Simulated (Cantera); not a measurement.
# Boron, boron nitride and boron oxide: B + H2 + N2

Input: 1 mol B, 72 mol H2, 7 mol N2, equilibrated at 0.00160 bar.

Method: chemical equilibrium by Gibbs-energy minimisation in Cantera with the NASA 1993 tables (ideal gas, pure condensed phases). Candidate condensed phases: B, BN; 15 gas species. The tables' values for BH2 are old estimates; treat these amounts as uncertain. Kinetics and transport are ignored.

```
T (°C)  log p H2  log p H  log p N2  log p B  log p BH2  log p BH  log p BN  n BN(s)  n B(s)
------  --------  -------  --------  -------  ---------  --------  --------  -------  ------
1677       -2.85    -4.36     -3.88    -7.44      -6.49     -8.42     -9.28    0.982       0
1702       -2.85    -4.29     -3.88    -7.16      -6.35     -8.19     -9.04    0.974       0
1727       -2.85    -4.21     -3.89    -6.90      -6.20     -7.96     -8.80    0.962       0
1752       -2.86    -4.14     -3.86    -6.70      -6.13     -7.80     -8.61        0   0.951
1777       -2.86    -4.07     -3.86    -6.52      -6.07     -7.67     -8.47        0   0.940
1802       -2.87    -4.01     -3.86    -6.35      -6.02     -7.54     -8.33        0   0.926
1827       -2.87    -3.94     -3.86    -6.19      -5.96     -7.41     -8.19        0   0.909
1852       -2.88    -3.88     -3.87    -6.03      -5.91     -7.29     -8.05        0   0.885
1877       -2.88    -3.82     -3.87    -5.87      -5.87     -7.17     -7.92        0   0.855
1902       -2.89    -3.76     -3.87    -5.71      -5.82     -7.06     -7.79        0   0.814
1927       -2.90    -3.70     -3.88    -5.56      -5.78     -6.94     -7.67        0   0.760
1952       -2.91    -3.64     -3.88    -5.42      -5.74     -6.83     -7.55        0   0.688
1977       -2.92    -3.59     -3.89    -5.27      -5.70     -6.73     -7.43        0   0.591
2002       -2.93    -3.54     -3.89    -5.13      -5.66     -6.62     -7.31        0   0.462
```
log p: log10 of the partial pressure in bar; n: condensed amount in mol.

From 1677 °C to 1727 °C the condensed part is BN(s). From 1752 °C to 2002 °C the condensed part is B(s). The share of B in condensed phases is highest at 1677 °C (98.2 %) and lowest at 2002 °C (46.2 %).
